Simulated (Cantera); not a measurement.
Charge: 1 mol H2O, 0.089 mol H2, held at 2123 K and 1 atm.

Method: chemical equilibrium by Gibbs-energy minimisation in Cantera with the NASA 1993 tables (ideal gas, pure condensed phases). Candidate condensed phases: H2O; 9 gas species. The numbers say what is thermodynamically allowed, not how fast it happens.

**Question.** What is the equilibrium state?

**Answer.** 
- x(H2O): 0.916
- x(H2): 0.0819
- x(OH): 0.00141
- x(H): 0.00102
- x(O2): 5.91e-5
- x(O): 1.24e-5
- gas amount: 1.090 mol
